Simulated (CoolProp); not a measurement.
R123 at several states: fugacity coefficient from the reference equation and from simpler models built on Tc = 456.8 K, pc = 3.662 MPa, ω = 0.282; each cubic takes its own stable root.

Computed with CoolProp (reference Helmholtz-energy equation of state, Younglove 1994). It is a modified Benedict-Webb-Rubin equation, recast in Helmholtz form.

```json
[
 {"T (K)": "271.4", "p (MPa)": "0.0806", "phase": "liquid", "reference": "0.3678", "van der Waals": "0.9783", "Redlich-Kwong": "0.8164", "Soave-Redlich-Kwong": "0.3670", "Peng-Robinson": "___"},
 {"T (K)": "441", "p (MPa)": "0.0739", "phase": "gas", "reference": "0.9921", "van der Waals": "0.9935", "Redlich-Kwong": "0.9924", "Soave-Redlich-Kwong": "0.9923", "Peng-Robinson": "0.9915"},
 {"T (K)": "428.1", "p (MPa)": "2.38", "phase": "liquid", "reference": "___", "van der Waals": "0.7732", "Redlich-Kwong": "0.7384", "Soave-Redlich-Kwong": "0.7197", "Peng-Robinson": "___"},
 {"T (K)": "450.6", "p (MPa)": "0.0873", "phase": "gas", "reference": "0.9914", "van der Waals": "0.9927", "Redlich-Kwong": "0.9916", "Soave-Redlich-Kwong": "0.9915", "Peng-Robinson": "0.9906"},
 {"T (K)": "450.6", "p (MPa)": "15.9", "phase": "liquid", "reference": "___", "van der Waals": "0.3115", "Redlich-Kwong": "___", "Soave-Redlich-Kwong": "0.2527", "Peng-Robinson": "0.2305"}
]
```

Task: Complete the blanks.

Result: 
- 271.4, Peng-Robinson: 0.3761
- 428.1, reference: 0.7067
- 428.1, Peng-Robinson: 0.6988
- 450.6, reference: 0.2317
- 450.6, Redlich-Kwong: 0.2561

At some of these states van der Waals, Redlich-Kwong gives the other phase, because its saturation line lies elsewhere.
